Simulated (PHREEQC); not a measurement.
Dissolve 70 mmol/kgw CdCl2, 0.099 mmol/kgw KCl and 15 mmol/kgw FeSO4 at 20 °C. Closed to the air; pH follows from the charge balance.

Computed with PHREEQC (ion-association model, wateq4f.dat).

No solid was allowed to form.

### Question
Order these Cl species by the share of Cl that they hold, largest first: CdCl+, FeCl+, Cl-, CdCl2, CdCl3-.

### Answer
Cl- (58 %), CdCl+ (30 %), CdCl2 (11 %), CdCl3- (0.78 %), FeCl+ (0.36 %)

The pH is 5.54 and the ionic strength 0.136 mol/kgw. Species that the database lacks are ignored.
